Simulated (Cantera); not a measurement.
A freely propagating, adiabatic, planar premixed flame of 26.8 % H2, 15.4 % O2, 57.8 % N2, equivalence ratio 0.87, unburnt at 350 K and 0.326 atm; mixture-averaged transport, grid criteria slope 0.08 and curve 0.16, no radiation.

Cantera simulation using the H2/O2 subset of GRI-Mech 3.0, which has no nitrogen chemistry; the numbers are that mechanism's predictions, not measurements. Burning velocities carry a grid error of a few per cent, more on coarse grids.

Task: Predict: laminar burning velocity; thermal thickness; peak x(H2O2); peak x(H); peak x(OH).

Result: 
- laminar burning velocity = 244 cm/s
- thermal thickness = 1.57 mm
- peak x(H2O2) = 5.64e-5
- peak x(H) = 0.0486
- peak x(OH) = 0.0149
